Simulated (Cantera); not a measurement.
## Equilibrium for calcination and drying: LiOH + H2

Charge: 1 mol LiOH, a varied amount of H2, held at 1950 Torr.

Equilibrium computed with Cantera from the NASA thermochemical tables; the gas is ideal and each condensed phase is pure. Candidate condensed phases: H2O, Li, LiH, LiOH, Li2O; 17 gas species. Mutual solubility and eutectic melting of coexisting phases are not modelled. Kinetics and transport are ignored.

Stable condensed phases:

```
T in K \ n(H2) in mol
         0.59 0.74 0.93  1.2  1.5  1.8  2.3  2.9  3.7
   1648     A    A    A    A    A    A    A    A    A
   1598     A    A    A    A    A    A    A    A    A
   1548     A    A    A    A    A    A    A    A    A
   1498     A    A    A    A    A    A    A    A    A
   1448     A    A    A    A    A    A    A    A    A
   1398     A    A    A    A    A    A    A    A    A
   1348     B    B    A    A    A    A    A    A    A
   1298     B    B    B    A    A    A    A    A    A
   1248     B    B    B    B    A    A    A    A    A
   1198     B    B    B    B    B    A    A    A    A
   1148     B    B    B    B    B    B    B    A    A
   1098     B    B    B    B    B    B    B    B    A
   1048     B    B    B    B    B    B    B    B    B
```

A: Li2O; B: LiOH + Li2O.
